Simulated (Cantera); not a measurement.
**Equilibrium for silicon nitride deposition: trisilylamine + N₂**

A closed system holds: 1 mol trisilylamine, 7.5 mol N₂.

Cantera equilibrium calculation (NASA polynomials, part measured and part estimated; ideal gas, pure solids and liquids). Candidate condensed phases: Si, Si₃N₄; 18 gas species. The feed counts by its element totals alone. Equilibrium is a limit: real reactors are often held back by kinetics, nucleation or transport.

Stable condensed phases:

```
T in K \ P in Pa
              5     17     59    210    710   2400   8400  29000 100000
   1825       A      A      A      A      A      B      B      B      B
   1725       A      A      A      A      B      B      B      B      B
   1625       A      A      A      B      B      B      B      B      B
   1525       A      B      B      B      B      B      B      B      B
   1425       B      B      B      B      B      B      B      B      B
   1325       B      B      B      B      B      B      B      B      B
   1225       B      B      B      B      B      B      B      B      B
   1125       B      B      B      B      B      B      B      B      B
   1025       B      B      B      B      B      B      B      B      B
    925       B      B      B      B      B      B      B      B      B
    825       B      B      B      B      B      B      B      B      B
    725       B      B      B      B      B      B      B      B      B
```

A: Si; B: Si₃N₄.
